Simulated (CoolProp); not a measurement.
A simple Rankine cycle with chloromethane (R40): condensing at 317.15 K, boiler at 3.61 MPa, turbine inlet 384 K, turbine efficiency 0.85, pump efficiency 0.6, no recuperator. Each further row changes one setting.

Model: reference Helmholtz-energy equation of state, Thol 2014, in CoolProp.

| case | thermal efficiency (%) | net work (kJ/kg) | heat in (kJ/kg) | turbine exit temperature (K) | volume ratio over the turbine |
|---|---|---|---|---|---|
| as stated | … | 40.7 | 358 | 317.1 | 3.56 |
| turbine inlet 404 K | 11.8 | 46.2 | 391 | 317.1 | 3.31 |
| condensing temperature 309.15 K | … | 47.4 | … | 309.1 | 4.33 |
| boiler pressure 2.53 MPa | … | 35.4 | 388 | 320.3 | 2.35 |
| turbine efficiency 0.75 | … | … | 358 | 317.1 | 3.62 |

Problem. Complete the blanks.

Solution. 
- as stated, thermal efficiency (%): 11.4
- condensing temperature 309.15 K, thermal efficiency (%): 12.8
- condensing temperature 309.15 K, heat in (kJ/kg): 371
- boiler pressure 2.53 MPa, thermal efficiency (%): 9.1
- turbine efficiency 0.75, thermal efficiency (%): 9.9
- turbine efficiency 0.75, net work (kJ/kg): 35.3

The expansion ends wet for: as stated; turbine inlet 404 K; condensing temperature 309.15 K; turbine efficiency 0.75.
